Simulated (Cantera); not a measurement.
Feed: 1 mol Zr, 0.22 mol H2O, 62 mol H2, at 57.0 mbar.

These are equilibrium values from Cantera (NASA tables, ideal gas, pure condensed phases), not measurements of a reactor. Candidate condensed phases: H2O, Zr, ZrO2; 12 gas species. Mutual solubility and eutectic melting of coexisting phases are not modelled. Condensed phases not in the tables: N, O or C dissolved in the metal. The numbers say what is thermodynamically allowed, not how fast it happens.

x: gas mole fraction; n: condensed amount in mol.

```
T (K)   x H2         x H       x ZrO       x H2O        x Zr  n Zr(β)  n ZrO2(tetragonal)  n Zr(l)
-----  -----  ----------  ----------  ----------  ----------  -------  ------------------  -------
1873   0.997     0.00270     7.43e-8     3.28e-7     3.70e-9    0.890               0.110        0
1923   0.996  (withheld)  (withheld)  (withheld)  (withheld)    0.890               0.110        0
1973   0.994  (withheld)  (withheld)  (withheld)  (withheld)    0.890               0.110        0
2023   0.992     0.00792     1.38e-6     1.29e-6     6.50e-8    0.890               0.110        0
2073   0.989      0.0110     3.33e-6     1.95e-6     1.54e-7    0.890               0.110        0
2123   0.985      0.0149     7.67e-6     2.88e-6     3.50e-7    0.890               0.110        0
2173   0.980      0.0200     1.68e-5     4.22e-6     7.46e-7        0               0.109    0.890
```

Question: What belongs in the gaps?

Answer: 
- 1973, x H: 0.00564
- 1973, x ZrO: 5.48e-7
- 1973, x H2O: 8.38e-7
- 1973, x Zr: 2.62e-8
- 1923, x H: 0.00394
- 1923, x ZrO: 2.07e-7
- 1923, x H2O: 5.31e-7
- 1923, x Zr: 1.01e-8
